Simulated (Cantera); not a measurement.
Oxide etching and cleaning by halides: Fe₂O₃ + HCl

Feed: 1 mol Fe₂O₃, 46 mol HCl, equilibrated at 727 °C and 1.00 bar.

Method: chemical equilibrium by Gibbs-energy minimisation in Cantera with the NASA 1993 tables (ideal gas, pure condensed phases). Candidate condensed phases: Fe, FeCl₂, FeCl₃, FeO, Fe(OH)₂, Fe(OH)₃, Fe₂O₃, Fe₃O₄, H₂O; 22 gas species. Rates play no part.

```
Property                                    Value
-------------------------------------  ----------
x(HCl)                                      0.898
x(H₂O)                                     0.0614
x(FeCl₃)                                   0.0334
x(FeCl₂)                                  0.00298
x(Fe₂Cl₆)                                 0.00219
x(Cl₂)                                    0.00159
x(Fe₂Cl₄)                                0.000101
x(Cl)                                     1.55e-5
n(Fe₂O₃(s))                            0.0783 mol
gas amount                              45.05 mol
log10 activity of FeCl₂(l) (absent)         -0.83
log10 activity of Fe(OH)₂(s) (absent)       -8.19
log10 activity of Fe(α) (absent)            -9.50
```
